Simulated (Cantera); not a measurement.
A Cantera script and what it prints.

```python
import numpy as np
import cantera as ct

gas_names = """
    Cu CuO Cu2 H HO2 H2 H2O H2O2 O OH O2 O3
""".split()
cond_names = """
    Cu(cr) Cu(L) CuO(s) CuO2H2(s) Cu2O(s) Cu2O(L) H2O(s) H2O(L)
""".split()


def load(file, names, dense=False):
    # The tables refer to 1 bar. Condensed volumes are neglected.
    table = {s.name: s for s in ct.Species.list_from_file(file)}
    out = []
    for n in names:
        d = dict(table[n].input_data)
        d["thermo"] = dict(d["thermo"], **{"reference-pressure": 1e5})
        if dense:
            d["equation-of-state"] = {"model": "constant-volume", "density": "1e6 g/cm^3"}
        out.append(ct.Species.from_dict(d))
    return out


gas = ct.Solution(thermo="ideal-gas", species=load("nasa_gas.yaml", gas_names))
cond = {s.name: ct.Solution(thermo="fixed-stoichiometry", species=[s], name=s.name)
        for s in load("nasa_condensed.yaml", cond_names, dense=True)}
atoms = {
    'Cu2O': {'Cu': 2, 'O': 1},
    'H2': {'H': 2},
    'H2O': {'H': 2, 'O': 1},
}
top_T = {'CuO(s)': 1390}  # K; cautious upper limits of use, not melting points


def equilibrate(T, P, feed):
    n = {}
    for name, mol in feed.items():
        for a, k in atoms[name].items():
            n[a] = n.get(a, 0.0) + k * mol
    gas.TPX = T, P, n
    mass = sum(n.values()) * gas.mean_molecular_weight
    gas.equilibrate("TP")
    valid = [c for c in cond.values() if c.min_temp <= T <= top_T.get(c.name, c.max_temp)]
    mix = ct.Mixture([(gas, mass / gas.mean_molecular_weight)] + [(c, 0.0) for c in valid])
    mix.T, mix.P = T, P
    mix.equilibrate("TP", solver="vcs", rtol=1e-11, max_steps=5000)
    return mix


results = []
feed = {'Cu2O': 1, 'H2': 2200, 'H2O': 0.071}  # mol
for P in [10, 52, 270, 1400, 7200, 37000, 190000, 1000000]:
    for T in [1400, 1450, 1500, 1550, 1600, 1650, 1700, 1750, 1800]:
        mix = equilibrate(T, P, feed)
        results.append((T, P, feed, dict(zip(mix.species_names, mix.species_moles))))

for T, P, feed, n in results:
    print(f"{T:7g} {P:10.4g}  " + (" + ".join(c for c in cond_names if n.get(c, 0) > 1e-12) or "gas only"))
```

Result:

```
   1400         10  gas only
   1450         10  gas only
   1500         10  gas only
   1550         10  gas only
   1600         10  gas only
   1650         10  gas only
   1700         10  gas only
   1750         10  gas only
   1800         10  gas only
   1400         52  gas only
   1450         52  gas only
   1500         52  gas only
   1550         52  gas only
   1600         52  gas only
   1650         52  gas only
   1700         52  gas only
   1750         52  gas only
   1800         52  gas only
   1400        270  Cu(L)
   1450        270  gas only
   1500        270  gas only
   1550        270  gas only
   1600        270  gas only
   1650        270  gas only
   1700        270  gas only
   1750        270  gas only
   1800        270  gas only
   1400       1400  Cu(L)
   1450       1400  Cu(L)
   1500       1400  Cu(L)
   1550       1400  gas only
   1600       1400  gas only
   1650       1400  gas only
   1700       1400  gas only
   1750       1400  gas only
   1800       1400  gas only
   1400       7200  Cu(L)
   1450       7200  Cu(L)
   1500       7200  Cu(L)
   1550       7200  Cu(L)
   1600       7200  Cu(L)
   1650       7200  gas only
   1700       7200  gas only
   1750       7200  gas only
   1800       7200  gas only
   1400    3.7e+04  Cu(L)
   1450    3.7e+04  Cu(L)
   1500    3.7e+04  Cu(L)
   1550    3.7e+04  Cu(L)
   1600    3.7e+04  Cu(L)
   1650    3.7e+04  Cu(L)
   1700    3.7e+04  Cu(L)
   1750    3.7e+04  Cu(L)
   1800    3.7e+04  gas only
   1400    1.9e+05  Cu(L)
   1450    1.9e+05  Cu(L)
   1500    1.9e+05  Cu(L)
   1550    1.9e+05  Cu(L)
   1600    1.9e+05  Cu(L)
   1650    1.9e+05  Cu(L)
   1700    1.9e+05  Cu(L)
   1750    1.9e+05  Cu(L)
   1800    1.9e+05  Cu(L)
   1400      1e+06  Cu(L)
   1450      1e+06  Cu(L)
   1500      1e+06  Cu(L)
   1550      1e+06  Cu(L)
   1600      1e+06  Cu(L)
   1650      1e+06  Cu(L)
   1700      1e+06  Cu(L)
   1750      1e+06  Cu(L)
   1800      1e+06  Cu(L)
```

Cantera equilibrium calculation (NASA polynomials, part measured and part estimated; ideal gas, pure solids and liquids).
